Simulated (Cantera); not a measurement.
Feed: 1 mol Pb, 0.1 mol H2S, 1.2 mol H2, at 7350 Torr.

These are equilibrium values from Cantera (NASA tables, ideal gas, pure condensed phases), not measurements of a reactor. Candidate condensed phases: Pb, PbS, S; 10 gas species. Mutual solubility and eutectic melting of coexisting phases are not modelled. Rates play no part.

x: gas mole fraction; n: condensed amount in mol.

```
T (K)   x H2    x H2S     x PbS  x Pb  n Pb(l)  n PbS(s)
-----  -----  -------  --------  ----  -------  --------
900    0.994  0.00641   4.74e-7   [?]    0.908    0.0917
975    0.986   0.0136   4.56e-6   [?]    0.918    0.0823
1050   0.974   0.0257   3.13e-5   [?]    0.933    0.0666
1125   0.956   0.0438  0.000164   [?]    0.957    0.0429
1200   0.931   0.0687  0.000694   [?]    0.989   0.00970
1275   0.923   0.0750   0.00178   [?]    0.997         0
1350   0.923   0.0729   0.00366   [?]    0.995         0
1425   0.923   0.0694   0.00680   [?]    0.990         0
```

Some entries are withheld; supply them.


- 900, x Pb: 1.40e-7
- 975, x Pb: 9.35e-7
- 1050, x Pb: 4.75e-6
- 1125, x Pb: 1.93e-5
- 1200, x Pb: 6.56e-5
- 1275, x Pb: 0.000192
- 1350, x Pb: 0.000499
- 1425, x Pb: 0.00117
